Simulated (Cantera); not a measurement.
What does this Cantera script print?

```python
import numpy as np
import cantera as ct

gas = ct.Solution("gri30.yaml")
gas.TPX = 1125, 600, {'H2': 0.42, 'O2': 1, 'N2': 0.13}
reactor = ct.IdealGasConstPressureReactor(gas, energy="off", clone=False)
net = ct.ReactorNet([reactor])
net.rtol, net.atol = 1e-08, 1e-18
show = ['H2', 'O2', 'HO2', 'H2O', 'H', 'O', 'OH']
times = np.geomspace(6e-05, 7, 9)

steps = ct.SolutionArray(gas, extra=["t"])
rows = []
print(f"{'t/s':>10s}{'T/K':>9s}{'P/Pa':>11s}" + "".join(f"{s:>11s}" for s in show))
for t in times:
    while net.time < t:
        t_next = net.step()
        steps.append(gas.state, t=t_next)
    rows.append([np.interp(t, steps.t, y) for y in (steps.T, steps.P, *steps(*show).X.T)])
    print(f"{t:10.3e}{rows[-1][0]:9.1f}{rows[-1][1]:11.4g}" + "".join(f"{x:11.3e}" for x in rows[-1][2:]))
rate = np.gradient(steps.T, steps.t)
print("integrator steps:", len(steps.t))
if steps.T.max() > steps.T[0] + 200:
    print(f"time of steepest temperature rise: {steps.t[rate.argmax()]:.4e} s")
gas.TPX = 1125, 600, {'H2': 0.42, 'O2': 1, 'N2': 0.13}
gas.equilibrate("TP")
print(f"equilibrium (TP): T = {gas.T:.1f} K  " + "  ".join(f"{s} {gas[s].X[0]:.3e}" for s in show))
```

It prints:

```
       t/s      T/K       P/Pa         H2         O2        HO2        H2O          H          O         OH
 6.000e-05   1125.0        600  2.710e-01  6.452e-01  9.535e-10  6.242e-11  9.012e-10  1.144e-10  8.576e-11
 2.579e-04   1125.0        600  2.710e-01  6.452e-01  4.103e-09  2.949e-09  5.317e-09  1.727e-09  9.471e-10
 1.109e-03   1125.0        600  2.710e-01  6.452e-01  1.852e-08  5.499e-07  4.030e-07  1.636e-07  8.254e-08
 4.767e-03   1125.0        600  3.124e-02  5.255e-01  4.217e-06  1.774e-01  1.159e-01  5.541e-02  1.040e-02
 2.049e-02   1125.0        600  1.229e-02  5.350e-01  4.928e-06  2.332e-01  7.297e-02  5.027e-02  7.784e-03
 8.810e-02   1125.0        600  3.068e-03  5.788e-01  5.214e-06  3.006e-01  7.270e-03  1.060e-02  3.983e-03
 3.788e-01   1125.0        600  1.139e-04  5.890e-01  1.329e-06  3.128e-01  4.961e-05  3.853e-04  7.616e-04
 1.628e+00   1125.0        600  7.060e-06  5.895e-01  1.384e-07  3.133e-01  7.986e-07  2.456e-05  1.928e-04
 7.000e+00   1125.0        600  9.034e-07  5.895e-01  2.117e-08  3.134e-01  3.775e-08  3.214e-06  6.972e-05
integrator steps: 1840
equilibrium (TP): T = 1125.0 K  H2 1.279e-08  O2 5.895e-01  HO2 5.887e-09  H2O 3.134e-01  H 6.530e-11  O 4.605e-08  OH 8.338e-06
```

Cantera simulation using GRI-Mech 3.0 (53 species, 325 reactions); the numbers are that mechanism's predictions, not measurements. Radical loss at walls, strong at low pressure, is not modelled. The temperature is held fixed by assumption; the heat of reaction is taken as removed at once.
